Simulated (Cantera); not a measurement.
A perfectly stirred reactor is fed with CH4 : CO2 : H2 = 1 : 1.2 : 0.33 (molar parts), at 49000 Pa; it is held at 2075 K, and followed from long to short residence time.

Cantera simulation using GRI-Mech 3.0 (53 species, 325 reactions); the numbers are that mechanism's predictions, not measurements.

x: mole fraction; the columns are a selection and need not sum to one.

| τ (s) | x CH4 | x CO2 | x H2 | x H | x CH2 | x HO2 |
|---|---|---|---|---|---|---|
| 0.52 | 0.00254 | 0.0102 | 0.462 | 0.00251 | 1.95e-6 | 4.12e-12 |
| 0.21 | 0.00418 | 0.0130 | 0.449 | 0.00244 | 3.20e-6 | 6.38e-12 |
| 0.083 | ? | ? | 0.428 | 0.00233 | ? | 1.13e-11 |
| 0.033 | 0.0104 | 0.0269 | 0.398 | 0.00217 | 7.98e-6 | 2.11e-11 |
| 0.013 | 0.0163 | 0.0418 | 0.360 | 0.00197 | 1.20e-5 | 3.92e-11 |
| 0.0053 | ? | ? | ? | ? | ? | 6.43e-11 |
| 0.0021 | 0.0428 | 0.114 | 0.296 | 0.00149 | 2.18e-5 | 8.85e-11 |
| 0.00086 | 0.0744 | 0.187 | 0.292 | 0.00131 | 2.50e-5 | 9.62e-11 |
| 0.00034 | 0.130 | 0.282 | 0.292 | 0.00115 | 2.66e-5 | 8.39e-11 |

Task: Fill in the missing entries.

Result: 
- 0.083, x CH4: 0.00669
- 0.083, x CO2: 0.0182
- 0.083, x CH2: 5.13e-6
- 0.0053, x CH4: 0.0254
- 0.0053, x CO2: 0.0669
- 0.0053, x H2: 0.322
- 0.0053, x H: 0.00173
- 0.0053, x CH2: 1.69e-5
